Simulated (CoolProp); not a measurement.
A single-stage vapour-compression cycle with C2F6 (R116): evaporating at 212.15 K (dew point), condensing at 280.15 K (bubble point), superheat 10 K, subcooling 5 K, compressor efficiency 0.6, no pressure losses. Each further row changes one setting.

The numbers come from the reference Helmholtz-energy equation of state, Lemmon 2006 in CoolProp. It is a short technical equation, of lower accuracy than the large ones.

```json
[
 {"case": "as stated", "cooling COP": "0.953", "pressure ratio": "9.47", "discharge temperature (K)": "306.9", "refrigerating effect (kJ/kg)": "44.7", "volumetric capacity (kJ/m³)": "836"},
 {"case": "evaporating temperature 217.15 K", "cooling COP": "1.12", "pressure ratio": "7.63", "discharge temperature (K)": "304.9", "refrigerating effect (kJ/kg)": "47.3", "volumetric capacity (kJ/m³)": "1090"},
 {"case": "condensing temperature 275.15 K", "cooling COP": "1.15", "pressure ratio": "8.33", "discharge temperature (K)": "301.5", "refrigerating effect (kJ/kg)": "51.3", "volumetric capacity (kJ/m³)": "960"},
 {"case": "subcooling 10 K", "cooling COP": "1.10", "pressure ratio": "9.47", "discharge temperature (K)": "306.9", "refrigerating effect (kJ/kg)": "51.6", "volumetric capacity (kJ/m³)": "965"},
 {"case": "superheat 20 K", "cooling COP": "1.03", "pressure ratio": "9.47", "discharge temperature (K)": "317.4", "refrigerating effect (kJ/kg)": "51.5", "volumetric capacity (kJ/m³)": "913"},
 {"case": "compressor efficiency 0.5", "cooling COP": "0.794", "pressure ratio": "9.47", "discharge temperature (K)": "316.6", "refrigerating effect (kJ/kg)": "44.7", "volumetric capacity (kJ/m³)": "836"}
]
```
